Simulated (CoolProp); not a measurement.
Octamethyltrisiloxane (MDM) along the isobar 1.96 MPa: density (kg/m³) from the reference equation and from simpler models built on Tc = 292.2 °C, pc = 1.438 MPa, ω = 0.528; each cubic takes its own stable root.

Computed with CoolProp (reference Helmholtz-energy equation of state, Thol 2017).

```csv
T (°C),phase,reference,Redlich-Kwong,Soave-Redlich-Kwong,Peng-Robinson
46.25,liquid,797.0,682.6,719.2,808.2
59.55,liquid,___,671.9,___,798.4
72.85,liquid,770.1,660.8,700.4,788.0
86.25,liquid,756.2,649.3,690.0,776.9
99.55,liquid,742.2,637.3,679.1,765.1
112.85,liquid,727.9,624.9,667.6,752.5
126.25,liquid,713.2,___,655.1,738.9
139.55,liquid,698.3,598.3,642.0,___
152.85,liquid,682.8,584.1,627.9,708.9
166.25,liquid,666.7,569.2,612.7,692.0
179.55,liquid,650.1,___,596.4,___
192.85,liquid,___,537.1,578.8,654.0
206.25,liquid,614.2,519.6,559.6,632.2
219.55,liquid,594.7,501.0,538.7,608.4
232.85,liquid,573.6,481.0,___,581.8
246.25,liquid,550.2,459.1,489.6,551.7
```

Q: Fill in the missing entries.

A: 
- 59.55, reference: 783.6
- 59.55, Soave-Redlich-Kwong: 710.0
- 126.25, Redlich-Kwong: 611.8
- 139.55, Peng-Robinson: 724.5
- 179.55, Redlich-Kwong: 553.6
- 179.55, Peng-Robinson: 673.8
- 192.85, reference: 632.7
- 232.85, Soave-Redlich-Kwong: 515.6
